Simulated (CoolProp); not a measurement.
A closed Brayton cycle with nitrogen: compressor inlet 330.15 K and 4.9 MPa, high pressure 15.5 MPa, turbine inlet 700 K, compressor efficiency 0.8, turbine efficiency 0.85, recuperator effectiveness 0.8 (on enthalpy, no pinch check). Each further row changes one setting.

Model: reference Helmholtz-energy equation of state, Span 2000, in CoolProp.

| case | thermal efficiency (%) | net work (kJ/kg) | compressor to turbine work | compressor exit (K) | turbine exit (K) |
|---|---|---|---|---|---|
| as stated | 4.2 | 8.06 | 0.96 | 492.1 | 537.6 |
| turbine inlet 650 K | … | … | … | 492.1 | 497.7 |
| compressor inlet 340.15 K | 1.4 | 2.61 | 0.99 | … | 537.6 |
| high pressure 13.2 MPa | 7.8 | 14.1 | … | … | 557.6 |
| recuperator effectiveness 0.5 | 3.9 | 8.06 | 0.96 | 492.1 | 537.6 |

Q: What belongs in the gaps?

A: 
- turbine inlet 650 K, thermal efficiency (%): -3.0
- turbine inlet 650 K, net work (kJ/kg): -5.11
- turbine inlet 650 K, compressor to turbine work: 1.0
- compressor inlet 340.15 K, compressor exit (K): 506.8
- high pressure 13.2 MPa, compressor to turbine work: 0.91
- high pressure 13.2 MPa, compressor exit (K): 466.2
